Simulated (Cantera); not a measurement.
A perfectly stirred reactor is fed with C2H4 : H2 = 1 : 3.7 (molar parts), at 101000 Pa; it is held at 1625 K, and followed from long to short residence time.

Model: GRI-Mech 3.0 (53 species, 325 reactions), integrated in Cantera. GRI-Mech 3.0 was tuned for natural gas; its chemistry of ethylene as a main component is partial and can be far from experiment. GRI-Mech 3.0 stops at C3 and has no aromatics, soot or wall deposition, so with more carbon than oxygen in the feed, carbon stays in small species such as C2H2 where larger ones or solid carbon would form.

Task: Predict: x(C2H4) at τ = 2.70 s; x(H2) at τ = 2.70 s; x(C2H) at τ = 2.70 s; x(CH2) at τ = 2.70 s; x(CH4) at τ = 2.70 s; x(C2H4) at τ = 72.0 ms; x(H2) at τ = 72.0 ms; x(C2H) at τ = 72.0 ms; x(CH2) at τ = 72.0 ms; x(CH4) at τ = 72.0 ms.

Result: 
```json
{
  "x(C2H4) at τ = 2.70 s": "0.0104",
  "x(H2) at τ = 2.70 s": "0.781",
  "x(C2H) at τ = 2.70 s": "4.53e-8",
  "x(CH2) at τ = 2.70 s": "7.85e-9",
  "x(CH4) at τ = 2.70 s": "0.0619",
  "x(C2H4) at τ = 72.0 ms": "0.0145",
  "x(H2) at τ = 72.0 ms": "0.805",
  "x(C2H) at τ = 72.0 ms": "5.56e-8",
  "x(CH2) at τ = 72.0 ms": "4.65e-9",
  "x(CH4) at τ = 72.0 ms": "0.0243"
}
```
